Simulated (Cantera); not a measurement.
# Diamond growth

A diamond (100) surface in a fixed gas of H2 with x(CH4) = 0.029, x(H) = 0.001, x(CH3) = 0.00098, 24.0 Torr; coverages are run to steady state.

Model: the Harris–Goodwin 1993 mechanism for the reconstructed diamond (100) surface, integrated in Cantera.

```
T (K)  growth (µm/h)  θ c6HH   θ c6H*  θ c6*H   θ c6**    θ c6HM
-----  -------------  ------  -------  ------  -------  --------
950             6.37   0.376  0.00803   0.191  0.00296     0.324
1025            7.81   0.419   0.0145   0.277  0.00615     0.202
1100            5.42   0.466   0.0243   0.384   0.0115    0.0722
1175            2.99   0.463   0.0337   0.453   0.0173    0.0162
1250            2.43   0.438   0.0416   0.484   0.0224   0.00333
1325            2.20   0.417   0.0486   0.499   0.0273  0.000700
1400            1.26   0.405   0.0551   0.504   0.0319  0.000155
```
θ: site fractions in the mechanism's names (c6HH fully hydrogenated, c6H* and c6*H radical sites, c6** diradical, c6HM methylated).
